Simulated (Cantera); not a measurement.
Feed: 1 mol Si, 5.2 mol Cl₂, at 975 K and 0.133 bar.

Cantera equilibrium calculation (NASA polynomials, part measured and part estimated; ideal gas, pure solids and liquids). Candidate condensed phases: Si; 9 gas species. Equilibrium is a limit: real reactors are often held back by kinetics, nucleation or transport.

Base state: Cl₂ 0.761, SiCl₄ 0.238, Cl 0.000633 (mole fractions); condensed: gas only.

Question: What changes in the equilibrium state with this change: Cl₂ from 5.2 to 0.62 mol?

Answer: 
```json
[
 {"species": "SiCl₄", "before": "0.238", "after": "0.992"},
 {"species": "SiCl₃", "before": "<1e-9", "after": "0.00680"},
 {"species": "SiCl₂", "before": "<1e-9", "after": "0.00132"},
 {"species": "Cl₂", "before": "0.761", "after": "<1e-9"},
 {"species": "Cl", "before": "0.000633", "after": "<1e-9"},
 {"species": "Si(s), mol", "before": "0", "after": "0.689"}
]
```
The tables' values for SiCl₃ are old estimates; treat these amounts as uncertain.
